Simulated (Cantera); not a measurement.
Charge: 1 mol TEOS, 0.076 mol O3, 2.8 mol N2, held at 20.0 mbar.

Cantera equilibrium calculation (NASA polynomials, part measured and part estimated; ideal gas, pure solids and liquids). Candidate condensed phases: C, C6H6, C7H8, C8H18, H2O, Si, SiC, SiO2, Si2N2O, Si3N4; 151 gas species. The feed counts by its element totals alone. The tables hold silica as quartz up to 1696 K and as liquid above; real silica turns to tridymite and cristobalite and melts near 1996 K. The numbers say what is thermodynamically allowed, not how fast it happens.

Over these rows the condensed part is C(graphite) + SiO2(β-quartz). Partial pressures as log10 of bar:

```
T (K)  1000/T (1/K)  log p H2O  log p H2  log p N2  log p CO
-----  ------------  ---------  --------  --------  --------
848          1.1792      -3.61     -1.88     -2.42     -2.60
923          1.0834      -4.23     -1.88     -2.43     -2.54
998          1.0020      -4.80     -1.88     -2.43     -2.53
1073         0.9320          ?     -1.88     -2.43     -2.53
1148         0.8711      -5.72     -1.88     -2.43     -2.53
1223         0.8177      -6.10     -1.88     -2.43     -2.53
```

Problem. Fit log p(H2O) = a + b·(1000/T) to the five rows, give the apparent enthalpy, and predict the row at 1073 K.

Solution. Means: 1000/T = 0.9907, log p = -4.892. Sxy = 0.612077, Sxx = 0.0884864, so b = 6.92 and a = -4.892 − (6.92)×0.9907 = -11.75.
Apparent enthalpy: −19.145 × (6.92) = -132 kJ/mol. With the condensed phases at unit activity, H2(g) + CO(g) = H2O(g) + C(graphite) links this pressure to the main gases: over the six rows their terms move log p by +0.07 in all, so the slope is close to that reaction's ΔH°. The five rows lie within 0.02 of the line.
Prediction at 1073 K: -11.75 + (6.92)×0.9320 = -5.30. The computed value is -5.29, 0.01 from the line.
